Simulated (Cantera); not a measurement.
Feed: 1 mol SiCl₄, 1.8 mol NH₃, 0.3 mol H₂, held at 1725 °C and 13300 Pa.

Equilibrium computed with Cantera from the NASA thermochemical tables; the gas is ideal and each condensed phase is pure. Candidate condensed phases: NH₄Cl, Si, Si₃N₄; 28 gas species. The tables' values for SiCl₃, SiCl are old estimates; treat these amounts as uncertain. Kinetics and transport are ignored.

Base state: H₂ 0.343, HCl 0.330, SiCl₂ 0.161, N₂ 0.153, SiCl₃ 0.00766, H 0.00258, Cl 0.00184, SiCl₄ 0.000419 (mole fractions); condensed: gas only.

Q: What changes in the equilibrium state with this change: temperature from 1725 °C to 477 °C?

A: 
```csv
species,before,after
H₂,0.343,0.440
HCl,0.330,0.312
N₂,0.153,0.127
SiCl₂,0.161,<1e-9
SiCl₄,0.000419,0.121
H,0.00258,<1e-9
Cl,0.00184,<1e-9
SiCl,0.000417,<1e-9
SiCl₃,0.00766,7.50e-8
"Si₃N₄(s), mol",0,0.131
```

Q: What changes in the equilibrium state with this change: NH₃ from 1.8 to 1 mol?

A: 
```csv
species,before,after
HCl,0.330,0.444
SiCl₂,0.161,0.214
H₂,0.343,0.199
SiCl₃,0.00766,0.0180
N₂,0.153,0.117
SiCl₄,0.000419,0.00175
Si,6.77e-5,2.87e-5
SiHCl₃,0.000170,0.000304
Cl,0.00184,0.00326
SiCl,0.000417,0.000313
```

Q: What changes in the equilibrium state with this change: pressure from 13300 Pa to 133 Pa?

A: 
| species | before | after |
|---|---|---|
| HCl | 0.330 | 0.326 |
| H₂ | 0.343 | 0.318 |
| SiCl₂ | 0.161 | 0.154 |
| H | 0.00258 | 0.0248 |
| Cl | 0.00184 | 0.0189 |
| N₂ | 0.153 | 0.148 |
| SiH₂Cl₂ | 1.33e-5 | 1.17e-7 |
| SiHCl₃ | 0.000170 | 1.60e-6 |
| SiCl₄ | 0.000419 | 4.21e-6 |
| Si | 6.77e-5 | 0.00613 |
The tables' values for SiCl, SiCl₃, SiN are old estimates; treat these amounts as uncertain.
